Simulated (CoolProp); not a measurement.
Vapour-liquid equilibrium of carbon dioxide (1) + propane (2) at 245.2 K; x and y are mole fractions of (1).

The numbers come from the multi-fluid Helmholtz-energy mixture model, Span 1996 and Lemmon 2009; pair parameters Kunz 2012 in CoolProp.

```csv
x,bubble pressure (MPa),y at the bubble point,dew pressure at overall composition x (MPa),liquid density (mol/L)
0.05,0.3121,0.426,0.1913,13.06
0.15,0.5721,0.701,0.2135,13.62
0.25,0.8016,0.797,0.2413,14.23
0.35,0.9816,0.843,0.2772,14.91
0.45,1.112,0.870,0.3253,15.67
0.55,1.205,0.887,0.3933,16.56
0.65,1.278,0.902,0.4966,17.63
0.75,1.344,0.918,0.6714,18.95
0.85,1.414,0.939,1.014,20.65
0.95,1.490,0.974,1.442,22.87
```

No azeotrope shows between x = 0.05 and 0.95.

The pair parameters rest on a limited set of measurements; away from them the model extrapolates. With so large a gap from Raoult's law the liquid may split in two, which this calculation doesn't test in full.
